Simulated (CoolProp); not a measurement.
A single-stage vapour-compression cycle with R410A: evaporating at 308.15 K (dew point), condensing at 328.15 K (bubble point), superheat 10 K, subcooling 0 K, compressor efficiency 0.65, no pressure losses. Each further row changes one setting.

Values from CoolProp's reference Helmholtz-energy equation of state, Lemmon 2003. It is a pseudo-pure fit of the blend.

```csv
case,cooling COP,pressure ratio,discharge temperature (K),refrigerating effect (kJ/kg),volumetric capacity (kJ/m³)
as stated,7.32,1.61,350.9,145,11500
evaporating temperature 313.15 K,10.1,1.42,347.6,145,(withheld)
condensing temperature 323.15 K,10.3,1.44,(withheld),155,(withheld)
subcooling 5 K,(withheld),1.61,350.9,156,12500
superheat 20 K,7.34,1.61,361.6,158,11600
compressor efficiency 0.55,6.20,1.61,353.4,145,11500
```

Problem. Some entries are withheld; supply them.

Solution. 
- evaporating temperature 313.15 K, volumetric capacity (kJ/m³): 13300
- condensing temperature 323.15 K, discharge temperature (K): 342.9
- condensing temperature 323.15 K, volumetric capacity (kJ/m³): 12400
- subcooling 5 K, cooling COP: 7.91
